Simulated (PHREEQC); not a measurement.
**Silver or lead bath: an equilibrium model**

Make-up at 20 °C: 7.2e-05 mol Ag2SO4, 0.00029 mol HBF4 and 0.00011 mol Na2SO4 per kg of water. Closed to the air; pH follows from the charge balance.

The numbers come from PHREEQC with the ion-association model, wateq4f.dat.

pH: 3.22
ionic strength: 0.00117 mol/kgw
total alkalinity: -1.16 meq/kg

```json
[
 {"species": "F-", "molality": "0.000632", "activity": "0.000608", "log γ": "-0.017"},
 {"species": "H+", "molality": "0.000631", "activity": "0.000608", "log γ": "-0.016"},
 {"species": "HF", "molality": "0.000508", "activity": "0.000508", "log γ": "0.000"},
 {"species": "H3BO3", "molality": "0.000284", "activity": "0.000284", "log γ": "0.000"},
 {"species": "Na+", "molality": "0.000220", "activity": "0.000212", "log γ": "-0.016"},
 {"species": "SO4-2", "molality": "0.000173", "activity": "0.000149", "log γ": "-0.065"},
 {"species": "Ag+", "molality": "0.000143", "activity": "0.000138", "log γ": "-0.017"}
]
```

Precipitation was switched off in this run. Species that the database lacks are ignored. Real BF4- forms and hydrolyses slowly; the run takes it at equilibrium.
